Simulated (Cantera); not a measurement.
A Cantera script and its output.

```python
import numpy as np
import cantera as ct

surf = ct.Interface("ptcombust.yaml", "Pt_surf")
gas = surf.adjacent["gas"]
gas.TPX = 775, 500000, {'CO': 0.013, 'O2': 0.16, 'N2': 0.79}
surf.TP = 775, 500000
reactor = ct.FlowReactor(gas, clone=False)
reactor.area = 0.0001  # m2
reactor.surface_area_to_volume_ratio = 280  # 1/m
reactor.mass_flow_rate = 0.54 * reactor.area * gas.density  # inlet velocity 0.54 m/s
reactor.energy_enabled = False
wall = ct.ReactorSurface(surf, reactor, clone=False)
net = ct.ReactorNet([reactor])
net.rtol, net.atol = 1e-8, 1e-16
show, cover = ['CO', 'O2', 'H2O', 'CO2'], ['PT(S)', 'H(S)', 'O(S)', 'OH(S)', 'CO(S)', 'C(S)']

rows = []
print(f"{'z/m':>9s}{'u/(m/s)':>9s}" + "".join(f"{s:>13s}" for s in show + cover))
for z in [0.00051, 0.00098, 0.0019, 0.0037, 0.0071, 0.014, 0.026, 0.051]:
    net.advance(z)
    rows.append([reactor.speed, *gas[show].X, *surf[cover].coverages])
    print(f"{z:9.4g}{rows[-1][0]:9.3g}" + "".join(f"{x:13.4e}" for x in rows[-1][1:]))
```

Result:

```
      z/m  u/(m/s)           CO           O2          H2O          CO2        PT(S)         H(S)         O(S)        OH(S)        CO(S)         C(S)
  0.00051    0.539   8.5944e-03   1.6409e-01  -7.7677e-29   4.9384e-03   3.2794e-02  -4.0331e-26   9.5677e-01  -4.3233e-19   1.0438e-02   6.5577e-16
  0.00098    0.539   8.0714e-03   1.6387e-01  -5.0364e-29   5.4650e-03   2.5729e-02   7.6424e-23   9.6831e-01  -4.7792e-18   5.9653e-03   2.9051e-16
   0.0019    0.538   7.4409e-03   1.6360e-01  -1.1577e-28   6.0998e-03   2.1394e-02  -7.2327e-25   9.7483e-01   1.5890e-18   3.7780e-03   1.5197e-16
   0.0037    0.538   6.6447e-03   1.6327e-01   7.4096e-30   6.9014e-03   1.8211e-02  -6.9368e-25   9.7936e-01  -9.2521e-21   2.4337e-03   8.2945e-17
   0.0071    0.538   5.6720e-03   1.6286e-01   2.8047e-29   7.8806e-03   1.5788e-02   4.8484e-22   9.8266e-01  -4.0619e-17   1.5564e-03   4.5835e-17
    0.014    0.538   4.4457e-03   1.6235e-01   1.2355e-29   9.1153e-03   1.3801e-02   6.1963e-24   9.8527e-01   5.0065e-18   9.2974e-04   2.3869e-17
    0.026    0.537   3.1837e-03   1.6182e-01   2.5274e-28   1.0386e-02   1.2392e-02   6.4714e-23   9.8707e-01   3.2750e-17   5.3588e-04   1.2331e-17
    0.051    0.537   1.8046e-03   1.6124e-01  -1.0251e-30   1.1774e-02   1.1265e-02   2.0075e-24   9.8848e-01   4.3454e-18   2.5068e-04   5.2364e-18
```

Model: Deutschmann's 1995 Pt surface mechanism with GRI-Mech 3.0 gas chemistry, integrated in Cantera. Catalytic surfaces can have several steady states; this one follows from the mechanism file's or the stated starting coverage. Mass transfer to the wall is taken as infinitely fast.
